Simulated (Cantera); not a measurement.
# CuO + F₂ + H₂ (oxide etching and cleaning by halides)

A closed system holds: 1 mol CuO, a varied amount of F₂, 2.9 mol H₂, equilibrated at 627 °C and 0.0263 Torr.

These are equilibrium values from Cantera (NASA tables, ideal gas, pure condensed phases), not measurements of a reactor. Candidate condensed phases: Cu, CuF₂, CuO, Cu(OH)₂, Cu₂O, H₂O; 27 gas species. Equilibrium is a limit: real reactors are often held back by kinetics, nucleation or transport.

At 2.4 mol F₂ the condensed part is Cu₂O(s). From 3.9 mol F₂ to 11 mol F₂ the condensed part is CuF₂(s). The main Cu-bearing gas is CuF at 2.4 mol F₂ and CuF₂ at 11 mol F₂. The share of Cu in condensed phases is highest at 2.4 mol F₂ (100.0 %) and lowest at 11 mol F₂ (76.6 %).

```json
[
 {"n(F₂) (mol)": "2.4", "x HF": "0.906", "x F": "<1e-12", "x H₂O": "0.0943", "x O₂": "8.63e-8", "x F₂": "<1e-12", "x CuF₂": "1.80e-9", "n Cu₂O(s)": "0.500", "n CuF₂(s)": "0"},
 {"n(F₂) (mol)": "3.9", "x HF": "0.910", "x F": "5.24e-6", "x H₂O": "2.54e-12", "x O₂": "0.0785", "x F₂": "<1e-12", "x CuF₂": "0.0114", "n Cu₂O(s)": "0", "n CuF₂(s)": "0.927"},
 {"n(F₂) (mol)": "5.4", "x HF": "0.619", "x F": "0.313", "x H₂O": "<1e-12", "x O₂": "0.0533", "x F₂": "0.00322", "x CuF₂": "0.0114", "n Cu₂O(s)": "0", "n CuF₂(s)": "0.893"},
 {"n(F₂) (mol)": "6.9", "x HF": "0.470", "x F": "0.471", "x H₂O": "<1e-12", "x O₂": "0.0405", "x F₂": "0.00728", "x CuF₂": "0.0114", "n Cu₂O(s)": "0", "n CuF₂(s)": "0.859"},
 {"n(F₂) (mol)": "8.4", "x HF": "0.379", "x F": "0.567", "x H₂O": "<1e-12", "x O₂": "0.0326", "x F₂": "0.0105", "x CuF₂": "0.0114", "n Cu₂O(s)": "0", "n CuF₂(s)": "0.825"},
 {"n(F₂) (mol)": "9.9", "x HF": "0.317", "x F": "0.631", "x H₂O": "<1e-12", "x O₂": "0.0274", "x F₂": "0.0130", "x CuF₂": "0.0114", "n Cu₂O(s)": "0", "n CuF₂(s)": "0.791"},
 {"n(F₂) (mol)": "11", "x HF": "0.284", "x F": "0.666", "x H₂O": "<1e-12", "x O₂": "0.0245", "x F₂": "0.0145", "x CuF₂": "0.0114", "n Cu₂O(s)": "0", "n CuF₂(s)": "0.766"}
]
```
x: gas mole fraction; n: condensed amount in mol.
